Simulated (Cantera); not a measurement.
A perfectly stirred reactor is fed with NH₃ : N₂ = 1 : 3.6 (molar parts), at 0.0310 bar; it is held at 2350 K, and followed from long to short residence time.

Model: the gas-phase N/H chemistry of the illustrative SiF4/NH3 mechanism in the Surface Chemkin manual (1991), integrated in Cantera. Walls and surfaces, which speed up NH3 decomposition in real reactors, are not modelled.

### Question
What does this change do: temperature 2350 to 1275 K?

### Answer
| quantity | before | after |
|---|---|---|
| x(NH₃) at τ = 3.50 s | 0.00109 | 0.217 |
| x(N₂) at τ = 3.50 s | 0.731 | 0.783 |
| x(N₂H₂) at τ = 3.50 s | 2.78e-8 | 7.20e-9 |
| x(H₂) at τ = 3.50 s | 0.263 | 6.49e-6 |
| x(NH₂) at τ = 3.50 s | 6.11e-5 | 1.81e-6 |
| x(NH₃) at τ = 24.0 ms | 0.130 | 0.217 |
| x(N₂) at τ = 24.0 ms | 0.762 | 0.783 |
| x(N₂H₂) at τ = 24.0 ms | 3.75e-6 | <1e-12 |
| x(H₂) at τ = 24.0 ms | 0.106 | 6.30e-9 |
| x(NH₂) at τ = 24.0 ms | 0.00159 | 1.26e-8 |

### Question
What does this change do: NH3 1 to 0.51 parts?

### Answer
| quantity | before | after |
|---|---|---|
| x(NH₃) at τ = 3.50 s | 0.00109 | 0.000732 |
| x(N₂) at τ = 3.50 s | 0.731 | 0.833 |
| x(N₂H₂) at τ = 3.50 s | 2.78e-8 | 1.67e-8 |
| x(H₂) at τ = 3.50 s | 0.263 | 0.163 |
| x(NH₂) at τ = 3.50 s | 6.11e-5 | 4.49e-5 |
| x(NH₃) at τ = 24.0 ms | 0.130 | 0.0747 |
| x(N₂) at τ = 24.0 ms | 0.762 | 0.859 |
| x(N₂H₂) at τ = 24.0 ms | 3.75e-6 | 2.16e-6 |
| x(H₂) at τ = 24.0 ms | 0.106 | 0.0646 |
| x(NH₂) at τ = 24.0 ms | 0.00159 | 0.00115 |
